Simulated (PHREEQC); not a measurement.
Make-up at 25 °C: 29 mmol/kgw HCl, 0.057 mmol/kgw Al2(SO4)3 and 0.082 mmol/kgw MnSO4. Closed to the air; pH follows from the charge balance.

Model: ion-association model, wateq4f.dat, run in PHREEQC.

```tsv
quantity	before	after
pH	1.60	1.89
HSO4- (mol/kgw)	0.000149	5.78e-5
SO4-2 (mol/kgw)	9.75e-5	6.55e-5
SI of Gibbsite (Al(OH)3)	-7.81	-7.13
SI of Boehmite (AlOOH)	-8.28	-7.61
```

Task: What was changed between the two runs?
A. Al2(SO4)3 from 5.7e-05 to 1.14e-05 mol/kgw
B. HCl from 0.029 to 0.145 mol/kgw
C. HCl left out
D. diluted 2-fold with water
E. 0.005 mol/kgw Ba(OH)2 added

Result: D, diluted 2-fold with water

This is a speciation only: nothing precipitates in the calculation.
